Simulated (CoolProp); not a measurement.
Vapour-liquid equilibrium of n-hexane (1) + m-xylene (2) at 54.65 °C; x and y are mole fractions of (1).

Computed with CoolProp (multi-fluid Helmholtz-energy mixture model, Thol 2019 and Zhou 2012; pair parameters Bell 2016).

```json
[
 {"x": "0.05", "bubble pressure (MPa)": "0.008372", "y at the bubble point": "0.412", "dew pressure at overall composition x (MPa)": "0.005428", "liquid density (mol/L)": "7.834"},
 {"x": "0.2", "bubble pressure (MPa)": "0.01942", "y at the bubble point": "0.787", "dew pressure at overall composition x (MPa)": "0.006353", "liquid density (mol/L)": "7.761"},
 {"x": "0.35", "bubble pressure (MPa)": "0.03055", "y at the bubble point": "0.889", "dew pressure at overall composition x (MPa)": "0.007662", "liquid density (mol/L)": "7.679"},
 {"x": "0.5", "bubble pressure (MPa)": "0.04003", "y at the bubble point": "0.932", "dew pressure at overall composition x (MPa)": "0.009658", "liquid density (mol/L)": "7.590"},
 {"x": "0.65", "bubble pressure (MPa)": "0.04761", "y at the bubble point": "0.956", "dew pressure at overall composition x (MPa)": "0.01308", "liquid density (mol/L)": "7.496"},
 {"x": "0.8", "bubble pressure (MPa)": "0.05416", "y at the bubble point": "0.973", "dew pressure at overall composition x (MPa)": "0.02036", "liquid density (mol/L)": "7.400"},
 {"x": "0.95", "bubble pressure (MPa)": "0.06106", "y at the bubble point": "0.992", "dew pressure at overall composition x (MPa)": "0.04561", "liquid density (mol/L)": "7.306"}
]
```

No azeotrope shows between x = 0.05 and 0.95.

Pair parameters are fitted to limited data, so mixtures are less certain than the pure fluids.
